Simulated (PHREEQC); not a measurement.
**Ultrapure water in contact with air or piping: an equilibrium model**

Model water analysis in mg/kgw, 60 °C, pH 5.97, pe 12.6: Na 0.0345; K 0.368; Ca 0.0983; Mg 0.0378; Cl 0.358; S(6) as SO4 0.312; Alkalinity as HCO3 0.16; Br 0.00026; Pb 0.00607; Li 0.00113; Cd 0.00741; Zn 0.00375; Cu(2) 0.0172.

Valence states are taken as typed.

Model: ion-association model, wateq4f.dat, run in PHREEQC.

Each row changes one thing in this solution. Precipitation was switched off in this run.

| case | CO2 (mol/kgw) | HCO3- (mol/kgw) | Cu(OH)2 (mol/kgw) | MgSO4 (mol/kgw) | CuOH+ (mol/kgw) | CaSO4 (mol/kgw) | SI of Pb(OH)2 (Pb(OH)2) | SI of Otavite (CdCO3) |
|---|---|---|---|---|---|---|---|---|
| as made | 7.48e-6 | 3.60e-6 | 4.65e-9 | 2.51e-9 | 2.40e-9 | 2.01e-9 | -2.69 | -4.71 |
| Cd from 0.00741 to 0.0037 mg/kgw | 7.48e-6 | 3.60e-6 | 4.65e-9 | 2.51e-9 | 2.40e-9 | 2.01e-9 | -2.69 | -5.01 |
| pH from 5.97 to 5.5 at the same alkalinity | 3.54e-5 | 5.77e-6 | 5.45e-10 | 2.50e-9 | 8.31e-10 | 2.01e-9 | -3.62 | -4.98 |
| temperature from 60 to 40 °C at the same typed pH | 7.73e-6 | 3.66e-6 | 4.66e-9 | 1.62e-9 | 2.40e-9 | 1.72e-9 | -3.27 | -4.78 |

Species that the database lacks are ignored. Constants without temperature data keep their 25 °C values here.
